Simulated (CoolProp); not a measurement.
R407C along the isotherm 406.7 K: density (kg/m³) from the reference equation and from simpler models built on Tc = 359.3 K, pc = 4.632 MPa, ω = 0.363; each cubic takes its own stable root.

Values from CoolProp's reference Helmholtz-energy equation of state, Lemmon 2003. It is a pseudo-pure fit of the blend.

```csv
p (MPa),phase,reference
0.022,gas,0.5615
0.0391,gas,0.9987
0.0695,gas,1.778
0.124,gas,3.181
0.22,gas,5.672
0.391,gas,10.17
0.695,gas,18.37
1.24,gas,33.79
2.2,gas,63.52
3.91,gas,127.4
6.95,supercritical,303.5
```

Q: How far does each simpler model (ideal gas, van der Waals, Redlich-Kwong, Soave-Redlich-Kwong, Peng-Robinson) lie from the reference over these 11 states: mean and median of the absolute difference, and the worst?

A: 
- ideal gas: mean 8.1 %, median 2.0 %, worst -41.6 % at 406.7 K and 6.95 MPa
- van der Waals: mean 1.4 %, median 0.1 %, worst +13.4 % at 406.7 K and 6.95 MPa
- Redlich-Kwong: mean 0.5 %, median 0.0 %, worst +4.1 % at 406.7 K and 6.95 MPa
- Soave-Redlich-Kwong: mean 1.3 %, median 0.2 %, worst -8.7 % at 406.7 K and 6.95 MPa
- Peng-Robinson: mean 0.5 %, median 0.1 %, worst -3.8 % at 406.7 K and 6.95 MPa
